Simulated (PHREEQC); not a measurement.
Make-up at 72 °C: 0.00098 mol K2CO3, 0.0004 mol Fe(NO3)3 and 0.0023 mol H3BO3 per kg of water. Closed to the air; pH follows from the charge balance.

All values are PHREEQC results (ion-association model, phreeqc.dat), not measurements.

| quantity | before | after |
|---|---|---|
| pH | 6.89 | 6.69 |
| HCO3- (mol/kgw) | 0.000782 | 0.000629 |
| CO2 (mol/kgw) | 0.000197 | 0.000253 |

**Question.** Name the change that produced these shifts.
(A) K2CO3 from 0.00098 to 0.000882 mol/kgw
(B) Fe(NO3)3 left out
(C) H3BO3 left out
(D) 0.0024 mol/kgw NaHSO4 added
(E) H3BO3 from 0.0023 to 0.00115 mol/kgw

**Answer.** A, K2CO3 from 0.00098 to 0.000882 mol/kgw

This is a speciation only: nothing precipitates in the calculation. Some of these states are supersaturated (in Hematite (slow to form), Goethite (slow to form), for instance). Away from 25 °C the constants follow the database's enthalpies or fits; those with neither stay at their 25 °C values.
